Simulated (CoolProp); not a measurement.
A single-stage vapour-compression cycle with the fluid: evaporating at 234.15 K (dew point), condensing at 277.15 K (bubble point), superheat 5 K, subcooling 2 K, compressor efficiency 0.65, no pressure losses. The same conditions are run with several fluids, on thermodynamics alone (safety and materials aside).

Values from CoolProp's reference Helmholtz-energy equation of state of each fluid (R142b: Lemmon 2006; hydrogen chloride: Thol 2018; CH3F (R41): Lemmon 2006; vinyl chloride: Thol 2022; R134a: Tillner-Roth 1994; n-butane: Bücker 2006).

```tsv
fluid	cooling COP	pressure ratio	discharge temperature (K)	refrigerating effect (kJ/kg)	volumetric capacity (kJ/m³)
R142b	3.08	6.67	320.4	193	249
hydrogen chloride	2.72	(withheld)	385.6	314	5120
CH3F (R41)	(withheld)	3.81	355.9	335	(withheld)
vinyl chloride	3.07	(withheld)	361.7	318	321
R134a	3.01	6.26	316.6	176	499
n-butane	3.09	6.76	309.0	333	175
```

Question: Some entries are withheld; supply them.

Answer: 
- hydrogen chloride, pressure ratio: 3.62
- CH3F (R41), cooling COP: 2.73
- CH3F (R41), volumetric capacity (kJ/m³): 3870
- vinyl chloride, pressure ratio: 6.31
